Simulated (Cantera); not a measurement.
A closed system holds: 1 mol SiCl4, 0.34 mol C2H4, 360 mol H2, held at 34.0 mbar.

Cantera equilibrium calculation (NASA polynomials, part measured and part estimated; ideal gas, pure solids and liquids). Candidate condensed phases: C, C6H6, C7H8, C8H18, Si, SiC; 109 gas species. Mutual solubility and eutectic melting of coexisting phases are not modelled. Gases not in the tables: Si2H6 and higher silanes. The numbers say what is thermodynamically allowed, not how fast it happens.

**Question.** Which condensed phases are stable at each of these points (T (°C)): 700, 850, 1000, 1150, 1300, 1450, 1600, 1750, 1900?

**Answer.** 
```json
[
 {"T (°C)": "700", "condensed phases": "SiC(s)", "Si condensed (%)": "67.8"},
 {"T (°C)": "850", "condensed phases": "Si(s) + SiC(s)", "Si condensed (%)": "86.5"},
 {"T (°C)": "1000", "condensed phases": "Si(s) + SiC(s)", "Si condensed (%)": "89.1"},
 {"T (°C)": "1150", "condensed phases": "Si(s) + SiC(s)", "Si condensed (%)": "88.0"},
 {"T (°C)": "1300", "condensed phases": "Si(s) + SiC(s)", "Si condensed (%)": "86.5"},
 {"T (°C)": "1450", "condensed phases": "Si(l) + SiC(s)", "Si condensed (%)": "84.3"},
 {"T (°C)": "1600", "condensed phases": "Si(l) + SiC(s)", "Si condensed (%)": "74.6"},
 {"T (°C)": "1750", "condensed phases": "SiC(s)", "Si condensed (%)": "65.6"},
 {"T (°C)": "1900", "condensed phases": "SiC(s)", "Si condensed (%)": "21.9"}
]
```

At 700 °C the condensed part is SiC(s). From 850 °C to 1300 °C the condensed part is Si(s) + SiC(s). From 1450 °C to 1600 °C the condensed part is Si(l) + SiC(s). From 1750 °C to 1900 °C the condensed part is SiC(s).
